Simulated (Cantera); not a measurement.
Cantera run, input and output.

```python
import numpy as np
import cantera as ct

gas = ct.Solution("gri30.yaml")


def delay(T, t_max=10):
    gas.TPX = T, 500000, {'CH4': 1, 'O2': 2, 'N2': 7.52}
    reactor = ct.IdealGasConstPressureReactor(gas, clone=False)
    net = ct.ReactorNet([reactor])
    net.rtol, net.atol = 1e-8, 1e-16
    while net.time < t_max:
        t_old, T_old = net.time, reactor.T
        net.step()
        if reactor.T > T + 400:  # ignition: a rise of 400 K
            return t_old + (T + 400 - T_old) / (reactor.T - T_old) * (net.time - t_old)
    return np.nan


taus = []
for T in [1025, 1100, 1175, 1250, 1325, 1400]:
    taus.append(delay(T))
    print(f"T0 = {T:6g} K   tau = {taus[-1]:.4e} s")
```

Output:

```
T0 =   1025 K   tau = 1.2032e-01 s
T0 =   1100 K   tau = 3.8871e-02 s
T0 =   1175 K   tau = 1.3868e-02 s
T0 =   1250 K   tau = 5.3234e-03 s
T0 =   1325 K   tau = 2.1784e-03 s
T0 =   1400 K   tau = 9.4419e-04 s
```

Model: GRI-Mech 3.0 (53 species, 325 reactions), integrated in Cantera.
